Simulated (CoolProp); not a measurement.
Model: reference Helmholtz-energy equation of state, Lemmon 2006, in CoolProp. It is a short technical equation, of lower accuracy than the large ones.

Problem. Give the vapour pressure (kPa), liquid density (kg/m³), enthalpy of vaporisation (kJ/kg), liquid viscosity (µPa s) of saturated C3F8 (R218) at -56.75, -48.55 °C.

Solution. 
```csv
T (°C),p (kPa),liquid density (kg/m³),enthalpy of vaporisation (kJ/kg),liquid viscosity (µPa s)
-56.75,37.2,1690,112,618
-48.55,57.6,1660,109,533
```

Viscosity comes from a separate model (Huber 2003), an estimate that may be off by 10 % or more.
